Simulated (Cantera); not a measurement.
A closed system holds: 1 mol SiCl4, 3.1 mol N2O, equilibrated at 55.0 Pa.

These are equilibrium values from Cantera (NASA tables, ideal gas, pure condensed phases), not measurements of a reactor. Candidate condensed phases: Si, SiO2, Si2N2O, Si3N4; 23 gas species. The tables hold silica as quartz up to 1696 K and as liquid above; real silica turns to tridymite and cristobalite and melts near 1996 K. Kinetics and transport are ignored.

Over these rows the condensed part is SiO2(condensed). Partial pressures as log10 of bar:

```tsv
T (K)	1000/T (1/K)	log p SiO	log p Cl	log p N2	log p O2
1700	0.5882	-9.05	-3.55	-3.65	-4.41
1725	0.5797	-8.70	-3.55	-3.65	-4.41
1750	0.5714	?	-3.54	-3.65	-4.41
1775	0.5634	-8.04	-3.54	-3.65	-4.41
1800	0.5556	-7.72	-3.54	-3.65	-4.41
1825	0.5479	-7.41	-3.54	-3.65	-4.41
```

Task: Fit log p(SiO) = a + b·(1000/T) to the five rows, give the apparent enthalpy, and predict the row at 1750 K.

Result: Means: 1000/T = 0.5670, log p = -8.184. Sxy = -0.045504, Sxx = 0.0011185, so b = -40.68 and a = -8.184 − (-40.68)×0.5670 = 14.88.
Apparent enthalpy: −19.145 × (-40.68) = 779 kJ/mol. With the condensed phases at unit activity, SiO2(condensed) = SiO(g) + 1/2 O2(g) links this pressure to the main gases: over the six rows their terms move log p by +0.00 in all, so the slope is close to that reaction's ΔH°. The five rows lie within 0.01 of the line.
Prediction at 1750 K: 14.88 + (-40.68)×0.5714 = -8.36. The computed value is -8.37, 0.01 from the line.
